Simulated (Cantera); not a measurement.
What does this Cantera script print?

```python
import numpy as np
import cantera as ct

gas = ct.Solution("gri30.yaml")


def delay(T, t_max=10):
    gas.TPX = T, 380000, {'CH4': 1, 'O2': 3.57, 'N2': 13.4}
    reactor = ct.IdealGasConstPressureReactor(gas, clone=False)
    net = ct.ReactorNet([reactor])
    net.rtol, net.atol = 1e-8, 1e-16
    while net.time < t_max:
        t_old, T_old = net.time, reactor.T
        net.step()
        if reactor.T > T + 400:  # ignition: a rise of 400 K
            return t_old + (T + 400 - T_old) / (reactor.T - T_old) * (net.time - t_old)
    return np.nan


taus = []
for T in [1025, 1125, 1225, 1325, 1425, 1525]:
    taus.append(delay(T))
    print(f"T0 = {T:6g} K   tau = {taus[-1]:.4e} s")
```

Output:

```
T0 =   1025 K   tau = 1.2764e-01 s
T0 =   1125 K   tau = 2.7670e-02 s
T0 =   1225 K   tau = 7.1546e-03 s
T0 =   1325 K   tau = 2.1119e-03 s
T0 =   1425 K   tau = 7.0488e-04 s
T0 =   1525 K   tau = 2.6569e-04 s
```

Computed with Cantera and GRI-Mech 3.0 (53 species, 325 reactions).
